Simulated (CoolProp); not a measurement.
Vapour-liquid equilibrium of methanol (1) + ethylbenzene (2) at 0.612 MPa; x and y are mole fractions of (1).

Computed with CoolProp (multi-fluid Helmholtz-energy mixture model, de Reuck 1993 and Zhou 2012; pair parameters Bell 2016).

```json
[
 {"x": "0.05", "bubble temperature, mixture model (K)": "457.4", "bubble temperature, Raoult's law (K)": "473.2", "y, mixture model": "0.466", "y, Raoult's law": "0.329"},
 {"x": "0.125", "bubble temperature, mixture model (K)": "430.3", "bubble temperature, Raoult's law (K)": "454.8", "y, mixture model": "0.712", "y, Raoult's law": "0.573"},
 {"x": "0.2", "bubble temperature, mixture model (K)": "417.5", "bubble temperature, Raoult's law (K)": "442.2", "y, mixture model": "0.795", "y, Raoult's law": "0.703"},
 {"x": "0.275", "bubble temperature, mixture model (K)": "410.6", "bubble temperature, Raoult's law (K)": "432.8", "y, mixture model": "0.833", "y, Raoult's law": "0.784"},
 {"x": "0.35", "bubble temperature, mixture model (K)": "406.5", "bubble temperature, Raoult's law (K)": "425.3", "y, mixture model": "0.855", "y, Raoult's law": "0.838"},
 {"x": "0.425", "bubble temperature, mixture model (K)": "403.8", "bubble temperature, Raoult's law (K)": "419.1", "y, mixture model": "0.869", "y, Raoult's law": "0.877"},
 {"x": "0.5", "bubble temperature, mixture model (K)": "401.8", "bubble temperature, Raoult's law (K)": "413.9", "y, mixture model": "0.881", "y, Raoult's law": "0.907"},
 {"x": "0.575", "bubble temperature, mixture model (K)": "400.2", "bubble temperature, Raoult's law (K)": "409.3", "y, mixture model": "0.891", "y, Raoult's law": "0.930"},
 {"x": "0.65", "bubble temperature, mixture model (K)": "398.7", "bubble temperature, Raoult's law (K)": "405.4", "y, mixture model": "0.902", "y, Raoult's law": "0.948"},
 {"x": "0.725", "bubble temperature, mixture model (K)": "397.2", "bubble temperature, Raoult's law (K)": "401.8", "y, mixture model": "0.914", "y, Raoult's law": "0.963"},
 {"x": "0.8", "bubble temperature, mixture model (K)": "395.7", "bubble temperature, Raoult's law (K)": "398.7", "y, mixture model": "0.930", "y, Raoult's law": "0.975"},
 {"x": "0.875", "bubble temperature, mixture model (K)": "394.1", "bubble temperature, Raoult's law (K)": "395.8", "y, mixture model": "0.950", "y, Raoult's law": "0.986"},
 {"x": "0.95", "bubble temperature, mixture model (K)": "392.6", "bubble temperature, Raoult's law (K)": "393.2", "y, mixture model": "0.977", "y, Raoult's law": "0.995"}
]
```

The largest gap from Raoult's law is -24.7 K in bubble temperature, at x = 0.2. No azeotrope shows between x = 0.05 and 0.95.

The pair parameters rest on a limited set of measurements; away from them the model extrapolates. With so large a gap from Raoult's law the liquid may split in two, which this calculation doesn't test in full.
